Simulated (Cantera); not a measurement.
Cantera with NASA thermochemical tables; ideal gases at 1 bar, condensed phases pure. Values are per mole of reaction as written; species without (g) are pure solids or liquids, kept so even where they would boil at 1 bar.

MgF2 ⇌ 2 F(g) + Mg(g)

| T (K) | ΔH° (kJ) | ΔS° (J/K) | ΔG° (kJ) | log10 K | condensed phases |
|---|---|---|---|---|---|
| 300 | (withheld) | (withheld) | (withheld) | (withheld) | MgF2(s) |
| 1273 | 1417.9 | 394.6 | 915.6 | -37.57 | MgF2(s) |
| 1423 | 1415.0 | 392.4 | 856.6 | -31.44 | MgF2(s) |
| 1573 | (withheld) | (withheld) | (withheld) | (withheld) | MgF2(l) |
| 1723 | 1348.0 | 348.9 | 746.7 | -22.64 | MgF2(l) |
| 1873 | 1343.1 | 346.3 | 694.6 | -19.37 | MgF2(l) |
| 2023 | 1338.3 | 343.8 | 642.8 | -16.60 | MgF2(l) |
| 2173 | 1333.4 | 341.4 | 591.4 | -14.22 | MgF2(l) |
| 2323 | (withheld) | (withheld) | (withheld) | (withheld) | MgF2(l) |
| 2473 | (withheld) | (withheld) | (withheld) | (withheld) | MgF2(l) |

Q: What belongs in the gaps?

A: 
- 300, ΔH° (kJ): 1430.2
- 300, ΔS° (J/K): 408.9
- 300, ΔG° (kJ): 1307.5
- 300, log10 K: -227.65
- 1573, ΔH° (kJ): 1352.8
- 1573, ΔS° (J/K): 351.9
- 1573, ΔG° (kJ): 799.3
- 1573, log10 K: -26.54
- 2323, ΔH° (kJ): 1328.5
- 2323, ΔS° (J/K): 339.3
- 2323, ΔG° (kJ): 540.4
- 2323, log10 K: -12.15
- 2473, ΔH° (kJ): 1323.7
- 2473, ΔS° (J/K): 337.3
- 2473, ΔG° (kJ): 489.7
- 2473, log10 K: -10.34
